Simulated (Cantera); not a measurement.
A closed system holds: 1 mol NH3, 0.2 mol O2, 1 mol H2, equilibrated at 2750 K and 49500 Torr.

Equilibrium computed with Cantera from the NASA thermochemical tables; the gas is ideal and each condensed phase is pure. Candidate condensed phases: H2O; 24 gas species. The ideal-gas law is rough above about 30 bar. Rates play no part.

Base state: H2 0.694, N2 0.166, H2O 0.132, H 0.00701, OH 0.000360, NH3 0.000128, NO 1.44e-5 (mole fractions); condensed: gas only.

Problem. What changes in the equilibrium state with this change: temperature from 2750 K to 2075 K?

Solution. 
```tsv
species	before	after
H2	0.694	0.700
N2	0.166	0.167
H2O	0.132	0.133
H	0.00701	0.000274
NO	1.44e-5	1.10e-7
OH	0.000360	5.97e-6
NH3	0.000128	0.000281
```

Problem. What changes in the equilibrium state with this change: O2 from 0.2 to 0.11 mol?

Solution. 
```csv
species,before,after
H2,0.694,0.753
N2,0.166,0.166
H2O,0.132,0.0729
H,0.00701,0.00731
NO,1.44e-5,7.31e-6
OH,0.000360,0.000190
```
